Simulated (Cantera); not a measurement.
# Thermodynamics of tantalum, niobium, vanadium and zirconium in process gases, feed Zr + H2O + H2

Feed: 1 mol Zr, 3.7 mol H2O, 480 mol H2, at 2500 K and 1.33 mbar.

Cantera equilibrium calculation (NASA polynomials, part measured and part estimated; ideal gas, pure solids and liquids). Candidate condensed phases: H2O, Zr, ZrO2; 12 gas species. Equilibrium is a limit: real reactors are often held back by kinetics, nucleation or transport.

```
Item                                 Result
--------------------------------  ---------
x(H2)                                 0.506
x(H)                                  0.490
x(H2O)                              0.00233
x(OH)                              0.000467
x(ZrO)                             0.000443
x(O)                               0.000297
x(ZrO2)                            0.000264
n(ZrO2(tetragonal))               0.546 mol
gas amount                        641.7 mol
log10 activity of Zr(l) (absent)      -4.17
```
